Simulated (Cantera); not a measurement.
A perfectly stirred reactor is fed with CH₄ : C₂H₆ : C₃H₈ : O₂ : N₂ = 1 : 0.83 : 0.076 : 4.8 : 52.8 (molar parts), at 0.850 bar; it is adiabatic with a 400 K inlet, and is followed from long to short residence time, starting on the burning branch (τ in s: 0.24, 0.099, 0.041, 0.017, 0.0071, 0.0029, 0.0012, 0.00051, 0.00021, 8.7e-05, 3.6e-05).

Cantera simulation using GRI-Mech 3.0 (53 species, 325 reactions); the numbers are that mechanism's predictions, not measurements.

Problem. Predict: blow-out, bracketed by the residence times tried; x(CH₄) at τ = 0.240 s; x(C₂H₆) at τ = 0.240 s; x(C₃H₈) at τ = 0.240 s; x(HO₂) at τ = 0.240 s; x(CH₄) at τ = 2.90 ms; x(C₂H₆) at τ = 2.90 ms; x(C₃H₈) at τ = 2.90 ms.

Solution. 
```json
{
  "blow_out_bracketed_by_the_residence_times_tried": "burning at 99.0 ms, out at 41.0 ms",
  "x(CH₄) at τ = 0.240 s": "0.000513",
  "x(C₂H₆) at τ = 0.240 s": "3.55e-5",
  "x(C₃H₈) at τ = 0.240 s": "1.61e-6",
  "x(HO₂) at τ = 0.240 s": "1.16e-6",
  "x(CH₄) at τ = 2.90 ms": "0.0168",
  "x(C₂H₆) at τ = 2.90 ms": "0.0139",
  "x(C₃H₈) at τ = 2.90 ms": "0.00128"
}
```
